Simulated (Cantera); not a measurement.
Equilibrium for silicon etching in halogen gases: Si + Br2 + N2

Charge: 1 mol Si, 3.3 mol Br2, 25 mol N2, equilibrated at 89000 Pa.

Cantera equilibrium calculation (NASA polynomials, part measured and part estimated; ideal gas, pure solids and liquids). Candidate condensed phases: Br2, Si, Si3N4; 13 gas species. The tables' values for SiBr3 are old estimates; treat these amounts as uncertain. Rates play no part.

From 773 K to 1773 K nothing is condensed. The main Si-bearing gas is SiBr4 throughout.

```json
[
 {"T (K)": "773", "x N2": "0.916", "x Br": "4.20e-5", "x Br2": "0.0476", "x SiBr4": "0.0366", "x SiBr2": "<1e-12"},
 {"T (K)": "873", "x N2": "0.916", "x Br": "0.000239", "x Br2": "0.0475", "x SiBr4": "0.0366", "x SiBr2": "<1e-12"},
 {"T (K)": "973", "x N2": "0.915", "x Br": "0.000951", "x Br2": "0.0471", "x SiBr4": "0.0366", "x SiBr2": "<1e-12"},
 {"T (K)": "1073", "x N2": "0.914", "x Br": "0.00291", "x Br2": "0.0461", "x SiBr4": "0.0366", "x SiBr2": "2.73e-11"},
 {"T (K)": "1173", "x N2": "0.912", "x Br": "0.00727", "x Br2": "0.0438", "x SiBr4": "0.0365", "x SiBr2": "1.14e-9"},
 {"T (K)": "1273", "x N2": "0.909", "x Br": "0.0153", "x Br2": "0.0396", "x SiBr4": "0.0363", "x SiBr2": "2.77e-8"},
 {"T (K)": "1373", "x N2": "0.903", "x Br": "0.0276", "x Br2": "0.0332", "x SiBr4": "0.0361", "x SiBr2": "4.59e-7"},
 {"T (K)": "1473", "x N2": "0.896", "x Br": "0.0433", "x Br2": "0.0250", "x SiBr4": "0.0357", "x SiBr2": "5.84e-6"},
 {"T (K)": "1573", "x N2": "0.888", "x Br": "0.0594", "x Br2": "0.0167", "x SiBr4": "0.0351", "x SiBr2": "6.18e-5"},
 {"T (K)": "1673", "x N2": "0.881", "x Br": "0.0735", "x Br2": "0.0103", "x SiBr4": "0.0334", "x SiBr2": "0.000544"},
 {"T (K)": "1773", "x N2": "0.871", "x Br": "0.0877", "x Br2": "0.00649", "x SiBr4": "0.0282", "x SiBr2": "0.00336"}
]
```
x: gas mole fraction; nothing condenses.
